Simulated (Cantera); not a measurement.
A closed system holds: 1 mol (CH₃)₂SiCl₂, 0.99 mol CH₄, 30 mol H₂, at 1800 °C and 18.0 Torr.

These are equilibrium values from Cantera (NASA tables, ideal gas, pure condensed phases), not measurements of a reactor. Candidate condensed phases: C, C₆H₆, C₇H₈, C₈H₁₈, Si, SiC; 109 gas species. The feed counts by its element totals alone. The tables' values for SiCl are old estimates; treat these amounts as uncertain. Gases not in the tables: Si₂H₆ and higher silanes. Equilibrium is a limit: real reactors are often held back by kinetics, nucleation or transport.

Base state: H₂ 0.928, HCl 0.0534, H 0.0164, C₂H₂ (acetylene) 0.00114, Cl 0.000695, SiCl₂ 0.000482, Si 0.000296, SiCl 5.38e-5 (mole fractions); condensed: C(graphite) + SiC(s).

Question: What changes in the equilibrium state with this change: pressure from 18.0 Torr to 10.5 Torr?

Answer: 
```csv
species,before,after
H₂,0.928,0.922
HCl,0.0534,0.0530
H,0.0164,0.0214
Si,0.000296,0.000508
SiC₂,1.70e-5,2.92e-5
Si₂C,1.09e-5,1.87e-5
SiH,2.54e-5,3.32e-5
Cl,0.000695,0.000906
SiCl,5.38e-5,7.01e-5
"C(graphite), mol",1.94,1.95
"SiC(s), mol",0.967,0.958
```
